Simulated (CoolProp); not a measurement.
Vapour-liquid equilibrium of R1234ze(E) (1) + n-pentane (2) at 0.972 bar; x and y are mole fractions of (1).

Model: multi-fluid Helmholtz-energy mixture model, Thol 2016 and Thol 2019; pair parameters Bell 2016, in CoolProp.

```tsv
x	bubble temperature, mixture model (K)	bubble temperature, Raoult's law (K)	y, mixture model	y, Raoult's law
0.05	290.9	300.4	0.482	0.274
0.125	276.3	291.5	0.734	0.522
0.2	268.4	284.7	0.825	0.668
0.275	263.8	279.2	0.868	0.761
0.35	261.1	274.7	0.890	0.825
0.425	259.3	270.9	0.904	0.870
0.5	258.2	267.6	0.913	0.903
0.575	257.4	264.7	0.920	0.928
0.65	256.7	262.2	0.927	0.948
0.725	256.1	259.9	0.934	0.963
0.8	255.4	257.9	0.943	0.976
0.875	254.7	256.0	0.957	0.986
0.95	253.8	254.3	0.979	0.995
```

The largest gap from Raoult's law is -16.3 K in bubble temperature, at x = 0.2. No azeotrope shows between x = 0.05 and 0.95.

The pair parameters rest on a limited set of measurements; away from them the model extrapolates. With so large a gap from Raoult's law the liquid may split in two, which this calculation doesn't test in full.
